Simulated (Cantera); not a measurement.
# Pyrogenic steam for wet oxidation

An isothermal, constant-pressure homogeneous reactor starts with H₂ : O₂ : N₂ = 1.6 : 1 : 8.3 (molar parts), equivalence ratio 0.80, at 800 K and 0.132 atm.

Cantera simulation using GRI-Mech 3.0 (53 species, 325 reactions); the numbers are that mechanism's predictions, not measurements. Radical loss at walls, strong at low pressure, is not modelled. Below about 950 K walls govern HO2 and H2O2 in real vessels. The temperature is held fixed by assumption; the heat of reaction is taken as removed at once.

```
t (s)       x H₂    x O₂      x OH    x H₂O₂    x NO₂      x NO       x H
--------  ------  ------  --------  --------  -------  --------  --------
0.000100   0.147  0.0917    <1e-12    <1e-12   <1e-12    <1e-12    <1e-12
0.000286   0.147  0.0917    <1e-12    <1e-12   <1e-12    <1e-12    <1e-12
0.000818   0.147  0.0917    <1e-12    <1e-12   <1e-12    <1e-12    <1e-12
0.00234    0.147  0.0917    <1e-12    <1e-12   <1e-12    <1e-12  2.60e-12
0.00669    0.147  0.0917    <1e-12    <1e-12   <1e-12    <1e-12  6.77e-12
0.0191     0.147  0.0917    <1e-12  2.25e-12   <1e-12    <1e-12  1.60e-11
0.0548     0.147  0.0917    <1e-12  4.19e-11   <1e-12    <1e-12  4.19e-11
0.157      0.147  0.0917  5.38e-12   1.25e-9   <1e-12    <1e-12  3.91e-10
0.448     0.0607  0.0496  1.30e-10   9.70e-6  1.29e-8  9.74e-10   3.35e-9
1.28      0.0607  0.0496  8.54e-11   1.26e-5  1.30e-8  7.88e-10   2.39e-9
3.67      0.0607  0.0495  1.18e-10   1.72e-5  1.29e-8  9.15e-10   3.21e-9
10.5      0.0606  0.0495  2.65e-10   3.65e-5  1.25e-8   1.30e-9   6.67e-9
30.0      0.0596  0.0490   1.02e-9  0.000117  1.16e-8   2.25e-9   2.13e-8
```
x: mole fraction; the columns are a selection and need not sum to one.

Equilibrium at this temperature and pressure: H₂ <1e-12, O₂ 0.0198, OH 1.01e-9, H₂O₂ <1e-12, NO₂ 2.18e-8, NO 6.32e-7, H <1e-12 (gas phase only).
